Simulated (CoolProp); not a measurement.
R1234ze(E) along the isotherm 18.05 °C: Z from the reference equation and from simpler models built on Tc = 109.4 °C, pc = 3635 kPa, ω = 0.313; each cubic takes its own stable root.

The numbers come from the reference Helmholtz-energy equation of state, Thol 2016 in CoolProp.

| p (kPa) | phase | reference | Redlich-Kwong | Soave-Redlich-Kwong | Peng-Robinson |
|---|---|---|---|---|---|
| 202 | gas | 0.9474 | (withheld) | 0.9529 | (withheld) |
| 606 | liquid | 0.02406 | 0.8626 | 0.02687 | 0.02370 |
| 808 | liquid | 0.03205 | 0.03787 | 0.03578 | (withheld) |
| 1010 | liquid | 0.04003 | 0.04723 | 0.04466 | 0.03940 |
| 1210 | liquid | 0.04793 | (withheld) | 0.05343 | 0.04715 |
| 1410 | liquid | 0.05580 | 0.06566 | 0.06217 | 0.05488 |
| 1620 | liquid | 0.06407 | 0.07528 | 0.07133 | 0.06297 |
| 1820 | liquid | 0.07192 | 0.08440 | 0.08003 | 0.07067 |

### Question
Some entries are withheld; supply them.

### Answer

- 202, Redlich-Kwong: 0.9579
- 202, Peng-Robinson: 0.9502
- 808, Peng-Robinson: 0.03156
- 1210, Redlich-Kwong: 0.05646

At some of these states Redlich-Kwong gives the other phase, because its saturation line lies elsewhere.
